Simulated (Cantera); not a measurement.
## Ammonia decomposition in nitride growth gas

An isothermal, constant-pressure homogeneous reactor starts with 87.0 % NH3, 13.0 % H2, at 1748 K and 0.380 bar.

Detailed kinetics in Cantera: the gas-phase N/H chemistry of the illustrative SiF4/NH3 mechanism in the Surface Chemkin manual (1991). Walls and surfaces, which speed up NH3 decomposition in real reactors, are not modelled.

```json
[
 {"t (s)": "4.00e-6", "x NH3": "0.870", "x H2": "0.130", "x NH": "9.23e-12", "x H": "9.44e-8", "x N2H4": "1.11e-12", "x N": "<1e-12", "x NH2": "1.10e-6"},
 {"t (s)": "3.36e-5", "x NH3": "0.870", "x H2": "0.130", "x NH": "1.63e-9", "x H": "5.78e-7", "x N2H4": "1.53e-10", "x N": "1.01e-12", "x NH2": "9.50e-6"},
 {"t (s)": "0.000283", "x NH3": "0.869", "x H2": "0.130", "x NH": "1.35e-7", "x H": "4.58e-6", "x N2H4": "1.15e-8", "x N": "1.03e-9", "x NH2": "7.89e-5"},
 {"t (s)": "0.00238", "x NH3": "0.868", "x H2": "0.131", "x NH": "1.56e-6", "x H": "1.65e-5", "x N2H4": "1.48e-7", "x N": "3.61e-8", "x NH2": "0.000282"},
 {"t (s)": "0.0200", "x NH3": "0.857", "x H2": "0.139", "x NH": "1.59e-6", "x H": "1.77e-5", "x N2H4": "1.47e-7", "x N": "3.78e-8", "x NH2": "0.000282"},
 {"t (s)": "0.168", "x NH3": "0.770", "x H2": "0.203", "x NH": "1.61e-6", "x H": "2.66e-5", "x N2H4": "1.27e-7", "x N": "4.38e-8", "x NH2": "0.000262"},
 {"t (s)": "1.41", "x NH3": "0.373", "x H2": "0.494", "x NH": "1.38e-6", "x H": "8.23e-5", "x N2H4": "4.86e-8", "x N": "5.60e-8", "x NH2": "0.000162"},
 {"t (s)": "11.9", "x NH3": "0.0232", "x H2": "0.750", "x NH": "3.73e-7", "x H": "0.000256", "x N2H4": "7.86e-10", "x N": "3.27e-8", "x NH2": "2.06e-5"},
 {"t (s)": "100", "x NH3": "0.000991", "x H2": "0.766", "x NH": "2.48e-8", "x H": "0.000325", "x N2H4": "2.22e-12", "x N": "2.71e-9", "x NH2": "1.10e-6"}
]
```
x: mole fraction; the columns are a selection and need not sum to one.

Equilibrium at this temperature and pressure: NH3 3.98e-6, H2 0.767, NH 1.00e-10, H 0.000327, N2H4 <1e-12, N 1.10e-11, NH2 4.42e-9 (gas phase only).
